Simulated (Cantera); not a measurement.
A Cantera script and its output.

```python
import numpy as np
import cantera as ct

gas = ct.Solution("h2o2.yaml")
gas.TPX = 325, 14000, {'H2': 1, 'O2': 0.455, 'N2': 1.71}
flame = ct.FreeFlame(gas, width=0.16)
flame.set_refine_criteria(ratio=3, slope=0.08, curve=0.16)
flame.transport_model = "mixture-averaged"
flame.solve(loglevel=0, auto=True)
z, T = flame.grid, flame.T
thick = (T[-1] - T[0]) / np.gradient(T, z).max()
show = ['H2', 'O2', 'H2O2', 'H', 'H2O', 'O']
print(f"laminar burning velocity  {flame.velocity[0] * 100:.3f} cm/s")
print(f"burnt temperature         {T[-1]:.1f} K")
print(f"thermal thickness         {thick * 1e3:.4f} mm")
print(f"grid points               {len(z)}")
z0 = z[flame.heat_release_rate.argmax()]
print(f"{'z/mm':>9s}{'T/K':>9s}{'u/(m/s)':>9s}" + "".join(f"{s:>11s}" for s in show))
rows = []
for k in (-3, -2, -1.5, -1, -0.5, -0.25, 0, 0.25, 0.5, 1, 2, 4, 8):
    zz = z0 + k * thick
    rows.append([k * thick, np.interp(zz, z, T), np.interp(zz, z, flame.velocity),
                 *(np.interp(zz, z, flame.X[gas.species_index(s)]) for s in show)])
    print(f"{rows[-1][0] * 1e3:9.3f}{rows[-1][1]:9.1f}{rows[-1][2]:9.3f}" + "".join(f"{x:11.3e}" for x in rows[-1][3:]))
```

Output:

```
laminar burning velocity  240.271 cm/s
burnt temperature         2344.3 K
thermal thickness         5.0007 mm
grid points               138
     z/mm      T/K  u/(m/s)         H2         O2       H2O2          H        H2O          O
  -15.002    325.0    2.403  3.160e-01  1.438e-01 -1.513e-16  1.535e-20  2.483e-16  2.352e-17
  -10.001    325.0    2.403  3.160e-01  1.438e-01  2.201e-17  2.056e-18  1.539e-14  3.080e-15
   -7.501    325.0    2.403  3.160e-01  1.438e-01  5.464e-15  4.669e-17  4.385e-13  6.572e-14
   -5.001    325.0    2.403  3.160e-01  1.438e-01  3.856e-12  7.218e-14  2.247e-10  1.511e-11
   -2.500    326.5    2.411  3.150e-01  1.439e-01  4.701e-07  6.565e-07  1.325e-05  1.389e-07
   -1.250    529.4    3.825  2.876e-01  1.408e-01  4.063e-05  4.187e-03  1.337e-02  8.435e-05
    0.000   1021.3    7.113  1.660e-01  1.007e-01  6.277e-07  4.953e-02  1.060e-01  4.606e-03
    1.250   1326.0    9.132  6.407e-02  3.622e-02  8.454e-07  8.182e-02  2.213e-01  1.095e-02
    2.500   1451.6    9.931  5.323e-02  2.538e-02  7.088e-07  7.693e-02  2.409e-01  1.133e-02
    5.001   1587.6   10.766  5.500e-02  2.205e-02  4.516e-07  6.405e-02  2.485e-01  1.063e-02
   10.001   1737.0   11.655  5.620e-02  1.883e-02  2.378e-07  5.007e-02  2.576e-01  9.173e-03
   20.003   1889.1   12.530  5.538e-02  1.534e-02  1.221e-07  3.688e-02  2.688e-01  7.209e-03
   40.005   2033.9   13.337  5.258e-02  1.179e-02  6.837e-08  2.556e-02  2.815e-01  5.113e-03
```

Model: the H2/O2 subset of GRI-Mech 3.0, which has no nitrogen chemistry, integrated in Cantera. Burning velocities carry a grid error of a few per cent, more on coarse grids.
